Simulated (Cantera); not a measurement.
Feed: 1 mol Cu, 0.022 mol H2O, 0.54 mol CO, at 1923 K and 0.180 Torr.

Cantera equilibrium calculation (NASA polynomials, part measured and part estimated; ideal gas, pure solids and liquids). Rates play no part.

```csv
species,before,after
CO,0.332,0.924
CO2,0.0124,0.0367
H2,0.00951,0.0367
Cu,0.638,0.000345
O,3.81e-5,<1e-9
OH,8.18e-5,6.71e-9
Cu2,0.000150,2.17e-8
H,0.00593,8.84e-6
H2O,0.00152,0.00242
"Cu(s), mol",0,1.000
```
Gas species are given as mole fractions.

Which change was made?
A. temperature from 1923 K to 1848 K
B. H2O from 0.022 to 8.9 mol
C. temperature from 1923 K to 1273.15 K
D. pressure from 0.180 Torr to 1.80 Torr

C, temperature from 1923 K to 1273.15 K
